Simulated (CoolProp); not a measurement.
Vapour-liquid equilibrium of propylene (1) + propane (2) at 235.3 K; x and y are mole fractions of (1).

Values from CoolProp's multi-fluid Helmholtz-energy mixture model, Lemmon 2013 and Lemmon 2009; pair parameters Bell 2016.

```tsv
x	bubble pressure (kPa)	y at the bubble point	dew pressure at overall composition x (kPa)	liquid density (mol/L)
0.05	124.3	0.068	123.6	13.11
0.2	131.1	0.251	129.2	13.26
0.35	137.1	0.411	134.8	?
0.5	142.3	0.557	140.3	13.59
0.65	146.8	0.693	145.4	?
0.8	150.6	?	149.9	13.95
0.95	153.8	0.956	153.7	14.14
```

Problem. What belongs in the gaps?

Solution. 
- 0.35, liquid density (mol/L): 13.42
- 0.65, liquid density (mol/L): 13.77
- 0.8, y at the bubble point: 0.825

No azeotrope shows between x = 0.05 and 0.95.

Pair parameters are fitted to limited data, so mixtures are less certain than the pure fluids.
